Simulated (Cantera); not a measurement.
**Thermodynamics of chemical vapour transport, feed Fe2O3 + HCl + N2**

Charge: 1 mol Fe2O3, 0.19 mol HCl, 0.047 mol N2, at 852 °C and 1 atm.

Method: chemical equilibrium by Gibbs-energy minimisation in Cantera with the NASA 1993 tables (ideal gas, pure condensed phases). Candidate condensed phases: Fe, FeCl2, FeCl3, FeO, Fe(OH)2, Fe(OH)3, Fe2O3, Fe3O4, H2O, NH4Cl; 37 gas species. Rates play no part.

| Property | Value |
|---|---|
| x(HCl) | 0.692 |
| x(N2) | 0.202 |
| x(H2O) | 0.0614 |
| x(FeCl3) | 0.0321 |
| x(FeCl2) | 0.00789 |
| x(Cl2) | 0.00397 |
| x(Fe2Cl6) | 0.000338 |
| x(Cl) | 0.000128 |
| x(Fe2Cl4) | 0.000107 |
| n(Fe2O3(s)) | 0.995 mol |
| gas amount | 0.2331 mol |
| log10 activity of FeCl2(l) (absent) | -1.21 |
| log10 activity of Fe(OH)2(s) (absent) | -8.15 |
| log10 activity of Fe(α) (absent) | -8.60 |
